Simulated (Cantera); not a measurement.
Cantera run:

```python
import numpy as np
import cantera as ct

gas_names = """
    Cr CrO CrO2 CrO3 H HO2 H2 H2O H2O2 O OH O2 O3
""".split()
cond_names = """
    Cr(cr) Cr(L) Cr2O3(s) Cr2O3(L) H2O(s) H2O(L)
""".split()


# ... load() reads the species with a 1 bar reference pressure and builds the phases ...
atoms = {
    'Cr': {'Cr': 1},
    'H2O': {'H': 2, 'O': 1},
}
top_T = {}  # K; cautious upper limits of use, not melting points


# ... equilibrate(T, P, feed) seeds the gas with the atoms and calls Mixture.equilibrate('TP', solver="vcs", rtol=1e-11, max_steps=5000) ...
results = []
feed = {'Cr': 1, 'H2O': 0.2}  # mol
T = 2073.15  # K
for P in [0.1, 0.75, 5.6, 42, 320, 2400, 18000, 130000, 1000000]:
    mix = equilibrate(T, P, feed)
    results.append((T, P, feed, dict(zip(mix.species_names, mix.species_moles))))

top = {s: max(r[3][s] / sum(r[3][g] for g in gas_names) for r in results) for s in gas_names}
cols = sorted((s for s in top if top[s] > 1e-06), key=lambda s: -top[s])[:8]
seen = [c for c in cond_names if any(r[3].get(c, 0) > 1e-12 for r in results)]
print("log10 of partial pressures in bar; condensed amounts in mol")
print(f"{'P/Pa':>10s}" + "".join(f"{s[:9]:>10s}" for s in cols + seen))
for T, P, feed, n in results:
    ng = sum(n[g] for g in gas_names)
    print(f"{P:10.4g}" + "".join(f"{np.log10(max(n[s] / ng * P / 1e5, 1e-99)):10.3f}" for s in cols)
          + "".join(f"{n.get(c, 0):10.4g}" for c in seen))
```

Output:

```
log10 of partial pressures in bar; condensed amounts in mol
      P/Pa        H2        Cr         H       CrO         O       H2O      CrO2        OH    Cr(cr)  Cr2O3(s)
       0.1    -8.059    -6.210    -6.609    -7.277    -7.179    -8.991    -8.663    -8.485         0         0
      0.75    -6.522    -5.326    -5.841    -6.127    -6.913    -7.188    -7.247    -7.450         0         0
       5.6    -5.322    -4.429    -5.241    -5.197    -6.879    -5.954    -6.283    -6.817         0         0
        42    -4.228    -3.498    -4.694    -4.746    -7.360    -5.341    -6.313    -6.750         0   0.04528
       320    -3.245    -2.598    -4.202    -4.446    -7.960    -4.957    -6.613    -6.858   0.04123    0.0615
      2400    -1.685    -2.598    -3.422    -4.446    -7.960    -3.397    -6.613    -6.078    0.8454   0.06529
   1.8e+04    -0.762    -2.598    -2.961    -4.446    -7.960    -2.474    -6.613    -5.617    0.8663   0.06539
   1.3e+05     0.104    -2.598    -2.528    -4.446    -7.960    -1.609    -6.613    -5.184    0.8688    0.0654
     1e+06     0.991    -2.598    -2.084    -4.446    -7.960    -0.721    -6.613    -4.740    0.8692    0.0654
```

Cantera equilibrium calculation (NASA polynomials, part measured and part estimated; ideal gas, pure solids and liquids). Mutual solubility and eutectic melting of coexisting phases are not modelled.
